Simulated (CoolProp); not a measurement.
Vapour-liquid equilibrium of propane (1) + n-butane (2) at 240.7 K; x and y are mole fractions of (1).

Computed with CoolProp (multi-fluid Helmholtz-energy mixture model, Lemmon 2009 and Bücker 2006; pair parameters Kunz 2012).

Task: Give the bubble pressure and the first vapour's composition at x = 0.35, 0.5, 0.725. Is there an azeotrope?

Result: x = 0.35: 0.06847 MPa, y = 0.757; x = 0.5: 0.08756 MPa, y = 0.852; x = 0.725: 0.1164 MPa, y = 0.938. No azeotrope shows between x = 0.05 and 0.95.

Pair parameters are fitted to limited data, so mixtures are less certain than the pure fluids.
